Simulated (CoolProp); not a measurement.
The fluoroketone C6F12O (FK-5-1-12) along the isotherm 226.85 °C: density (kg/m³) from the reference equation and from simpler models built on Tc = 168.7 °C, pc = 1.869 MPa, ω = 0.471; each cubic takes its own stable root.

Model: reference Helmholtz-energy equation of state, McLinden 2015, in CoolProp.

| p (MPa) | phase | reference |
|---|---|---|
| 0.389 | gas | 31.01 |
| 0.779 | gas | 65.37 |
| 1.17 | gas | 103.9 |
| 1.56 | gas | 147.6 |
| 1.95 | supercritical | 198.0 |
| 2.34 | supercritical | 257.2 |
| 2.73 | supercritical | 326.9 |
| 3.12 | supercritical | 408.0 |
| 3.5 | supercritical | 494.6 |
| 3.89 | supercritical | 581.7 |
| 4.28 | supercritical | 656.5 |
| 4.67 | supercritical | 716.9 |

How far does each simpler model (ideal gas, van der Waals, Soave-Redlich-Kwong, Peng-Robinson) lie from the reference over these 12 states: mean and median of the absolute difference, and the worst?


- ideal gas: mean 31.6 %, median 33.7 %, worst -50.5 % at 226.85 °C and 4.67 MPa
- van der Waals: mean 7.5 %, median 5.0 %, worst +21.8 % at 226.85 °C and 3.12 MPa
- Soave-Redlich-Kwong: mean 5.5 %, median 3.9 %, worst -12.9 % at 226.85 °C and 4.67 MPa
- Peng-Robinson: mean 2.6 %, median 1.6 %, worst -6.4 % at 226.85 °C and 4.28 MPa
